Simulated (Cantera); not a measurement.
Input: 1 mol SiH2Cl2, 0.16 mol NH3, 16 mol H2, at 0.360 bar.

Points: T (K) = 948, 998, 1048, 1098, 1148, 1198, 1248, 1298, 1348, 1398, 1448, 1498, 1548.

Cantera's Mixture.equilibrate('TP', solver="vcs", rtol=1e-11, max_steps=5000) on the NASA tables stopped like this:

```
K  P = 36000 Pa  gas = 17.73 mol
   x: H2 9.611e-01  SiCL4 1.647e-02  SiHCL3 1.144e-02  HCL 9.589e-03  SiH2CL2 8.556e-04  SiCL3 3.298e-04  SiCL2 1.619e-04
   condensed (mol): Si(cr) 0.3611  Si3N4(a) 0.04
T = 1048 K  P = 36000 Pa  gas = 17.75 mol
   x: H2 9.578e-01  SiCL4 1.551e-02  HCL 1.414e-02  SiHCL3 1.075e-02  SiH2CL2 8.473e-04  SiCL3 5.737e-04  SiCL2 3.887e-04
   condensed (mol): Si(cr) 0.3813  Si3N4(a) 0.04
T = 1098 K  P = 36000 Pa  gas = 17.79 mol
   x: H2 9.534e-01  HCL 1.992e-02  SiCL4 1.419e-02  SiHCL3 9.883e-03  SiCL3 9.230e-04  SiCL2 8.444e-04  SiH2CL2 8.237e-04
   condensed (mol): Si(cr) 0.4054  Si3N4(a) 0.04
ERROR: FAILURE its = 5001!

*******************************************************************************
CanteraError thrown by MultiPhase::equilibrate:
VCS solver failed. Return code: -1
*******************************************************************************
```

### Question
What got this run through?

### Answer
One answer among several that fit: The failure is numerical, not chemical. The same input converged with solver="gibbs", rtol=1e-10, max_steps=50000, and the result passed a check of the equilibrium conditions:
```
T = 948 K  P = 36000 Pa  gas = 17.71 mol
   x: H2 9.636e-01  SiCL4 1.710e-02  SiHCL3 1.199e-02  HCL 6.188e-03  SiH2CL2 8.513e-04  SiCL3 1.749e-04
   condensed (mol): Si(cr) 0.3453  Si3N4(a) 0.04
T = 998 K  P = 36000 Pa  gas = 17.73 mol
   x: H2 9.611e-01  SiCL4 1.647e-02  SiHCL3 1.144e-02  HCL 9.589e-03  SiH2CL2 8.556e-04  SiCL3 3.298e-04  SiCL2 1.619e-04
   condensed (mol): Si(cr) 0.3611  Si3N4(a) 0.04
T = 1048 K  P = 36000 Pa  gas = 17.75 mol
   x: H2 9.578e-01  SiCL4 1.551e-02  HCL 1.414e-02  SiHCL3 1.075e-02  SiH2CL2 8.473e-04  SiCL3 5.737e-04  SiCL2 3.887e-04
   condensed (mol): Si(cr) 0.3813  Si3N4(a) 0.04
T = 1098 K  P = 36000 Pa  gas = 17.79 mol
   x: H2 9.534e-01  HCL 1.992e-02  SiCL4 1.419e-02  SiHCL3 9.883e-03  SiCL3 9.230e-04  SiCL2 8.444e-04  SiH2CL2 8.237e-04
   condensed (mol): Si(cr) 0.4054  Si3N4(a) 0.04
T = 1148 K  P = 36000 Pa  gas = 17.83 mol
   x: H2 9.480e-01  HCL 2.686e-02  SiCL4 1.245e-02  SiHCL3 8.816e-03  SiCL2 1.669e-03  SiCL3 1.372e-03  SiH2CL2 7.820e-04
   condensed (mol): Si(cr) 0.4322  Si3N4(a) 0.04
T = 1198 K  P = 36000 Pa  gas = 17.89 mol
   x: H2 9.418e-01  HCL 3.470e-02  SiCL4 1.034e-02  SiHCL3 7.547e-03  SiCL2 3.010e-03  SiCL3 1.876e-03  SiH2CL2 7.201e-04
   condensed (mol): Si(cr) 0.4594  Si3N4(a) 0.04
T = 1248 K  P = 36000 Pa  gas = 17.95 mol
   x: H2 9.350e-01  HCL 4.292e-02  SiCL4 7.978e-03  SiHCL3 6.121e-03  SiCL2 4.945e-03  SiCL3 2.339e-03  SiH2CL2 6.381e-04
   condensed (mol): Si(cr) 0.4843  Si3N4(a) 0.04
T = 1298 K  P = 36000 Pa  gas = 18.02 mol
   x: H2 9.284e-01  HCL 5.077e-02  SiCL2 7.387e-03  SiCL4 5.625e-03  SiHCL3 4.643e-03  SiCL3 2.637e-03  SiH2CL2 5.398e-04
   condensed (mol): Si(cr) 0.5043  Si3N4(a) 0.03999
T = 1348 K  P = 36000 Pa  gas = 18.08 mol
   x: H2 9.225e-01  HCL 5.745e-02  SiCL2 1.004e-02  SiCL4 3.587e-03  SiHCL3 3.269e-03  SiCL3 2.678e-03  SiH2CL2 4.341e-04
   condensed (mol): Si(cr) 0.518  Si3N4(a) 0.03996
T = 1398 K  P = 36000 Pa  gas = 18.13 mol
   x: H2 9.180e-01  HCL 6.243e-02  SiCL2 1.250e-02  SiCL3 2.468e-03  SiHCL3 2.148e-03  SiCL4 2.080e-03  SiH2CL2 3.331e-04
   condensed (mol): Si(cr) 0.5259  Si3N4(a) 0.03986
T = 1448 K  P = 36000 Pa  gas = 18.17 mol
   x: H2 9.149e-01  HCL 6.568e-02  SiCL2 1.452e-02  SiCL3 2.108e-03  SiHCL3 1.340e-03  SiCL4 1.125e-03  SiH2CL2 2.470e-04
   condensed (mol): Si(cr) 0.5296  Si3N4(a) 0.03959
T = 1498 K  P = 36000 Pa  gas = 18.2 mol
   x: H2 9.130e-01  HCL 6.755e-02  SiCL2 1.602e-02  SiCL3 1.715e-03  SiHCL3 8.145e-04  SiCL4 5.860e-04  SiH2CL2 1.799e-04  N2 1.266e-04
   condensed (mol): Si(cr) 0.5316  Si3N4(a) 0.03885
T = 1548 K  P = 36000 Pa  gas = 18.22 mol
   x: H2 9.117e-01  HCL 6.849e-02  SiCL2 1.712e-02  SiCL3 1.361e-03  SiHCL3 4.927e-04  N2 3.286e-04  SiCL4 3.030e-04  SiH2CL2 1.305e-04
   condensed (mol): Si(cr) 0.5351  Si3N4(a) 0.03701
```

The gas is ideal and each condensed phase is pure. Mutual solubility and eutectic melting of coexisting phases are not modelled. The tables' values for SiCl3 are old estimates; treat these amounts as uncertain.
